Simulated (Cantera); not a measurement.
Input (Python, Cantera) and output of one run.

```python
import numpy as np
import cantera as ct

gas_names = """
    AL ALCL ALCL2 ALCL3 ALH AL2 AL2CL6 CL CL2 H HCL H2
""".split()
cond_names = """
    AL(cr) AL(L) ALCL3(s) ALCL3(L)
""".split()


def load(file, names, dense=False):
    # The tables refer to 1 bar. Condensed volumes are neglected.
    table = {s.name: s for s in ct.Species.list_from_file(file)}
    out = []
    for n in names:
        d = dict(table[n].input_data)
        d["thermo"] = dict(d["thermo"], **{"reference-pressure": 1e5})
        if dense:
            d["equation-of-state"] = {"model": "constant-volume", "density": "1e6 g/cm^3"}
        out.append(ct.Species.from_dict(d))
    return out


gas = ct.Solution(thermo="ideal-gas", species=load("nasa_gas.yaml", gas_names))
cond = {s.name: ct.Solution(thermo="fixed-stoichiometry", species=[s], name=s.name)
        for s in load("nasa_condensed.yaml", cond_names, dense=True)}
atoms = {
    'Al': {'AL': 1},
    'Cl2': {'CL': 2},
    'H2': {'H': 2},
}
top_T = {}  # K; cautious upper limits of use, not melting points


def equilibrate(T, P, feed):
    n = {}
    for name, mol in feed.items():
        for a, k in atoms[name].items():
            n[a] = n.get(a, 0.0) + k * mol
    gas.TPX = T, P, n
    mass = sum(n.values()) * gas.mean_molecular_weight
    gas.equilibrate("TP")
    valid = [c for c in cond.values() if c.min_temp <= T <= top_T.get(c.name, c.max_temp)]
    mix = ct.Mixture([(gas, mass / gas.mean_molecular_weight)] + [(c, 0.0) for c in valid])
    mix.T, mix.P = T, P
    mix.equilibrate("TP", solver="vcs", rtol=1e-11, max_steps=5000)
    return mix


results = []
feed = {'Al': 1, 'Cl2': 0.49, 'H2': 24}  # mol
P = 13332.2  # Pa
for T in [923, 973, 1023, 1073, 1123, 1173, 1223, 1273]:
    mix = equilibrate(T, P, feed)
    results.append((T, P, feed, dict(zip(mix.species_names, mix.species_moles))))

top = {s: max(r[3][s] / sum(r[3][g] for g in gas_names) for r in results) for s in gas_names}
cols = sorted((s for s in top if top[s] > 0.001), key=lambda s: -top[s])[:6]
seen = [c for c in cond_names if any(r[3].get(c, 0) > 1e-12 for r in results)]
print("log10 of partial pressures in bar; condensed amounts in mol")
print(f"{'T/K':>10s}" + "".join(f"{s[:9]:>10s}" for s in cols + seen))
for T, P, feed, n in results:
    ng = sum(n[g] for g in gas_names)
    print(f"{T:10.4g}" + "".join(f"{np.log10(max(n[s] / ng * P / 1e5, 1e-99)):10.3f}" for s in cols)
          + "".join(f"{n.get(c, 0):10.4g}" for c in seen))
```

Result:

```
log10 of partial pressures in bar; condensed amounts in mol
       T/K        H2      ALCL     ALCL3     ALCL2    AL(cr)     AL(L)
       923    -0.881    -3.763    -2.768    -4.492    0.6505         0
       973    -0.882    -3.388    -2.794    -4.212         0    0.6198
      1023    -0.883    -3.064    -2.847    -3.981         0    0.5619
      1073    -0.885    -2.790    -2.948    -3.809         0    0.4652
      1123    -0.887    -2.572    -3.132    -3.713         0    0.3313
      1173    -0.890    -2.421    -3.444    -3.723         0     0.192
      1223    -0.891    -2.340    -3.900    -3.846         0   0.09677
      1273    -0.892    -2.307    -4.442    -4.040         0   0.05367
```

These are equilibrium values from Cantera (NASA tables, ideal gas, pure condensed phases), not measurements of a reactor. The tables' values for AlCl2 are old estimates; treat these amounts as uncertain.
